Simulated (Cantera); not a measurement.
Cantera with NASA thermochemical tables; ideal gases at 1 bar, condensed phases pure. Values are per mole of reaction as written; species without (g) are pure solids or liquids, kept so even where they would boil at 1 bar.

3 Cr2N + CrO3(g) ⇌ 3 NO(g) + 7 Cr, with ΔH° = 943.3 kJ and ΔS° = 336.6 J/K at 300 K.

Question: How far is the shortcut ΔG° ≈ ΔH°(300 K) − T·ΔS°(300 K) from the full temperature-dependent value at 625, 825, 1025, 1225, 1425 K?

Answer: 
```csv
T (K),shortcut (kJ),full (kJ),difference (kJ),difference in log10 K
625,732.9,734.7,-1.8,0.15
825,665.6,670.5,-4.9,0.31
1025,598.3,607.7,-9.4,0.48
1225,530.9,545.8,-14.8,0.63
1425,463.6,484.4,-20.7,0.76
```
The shortcut ignores the heat-capacity change of the reaction.
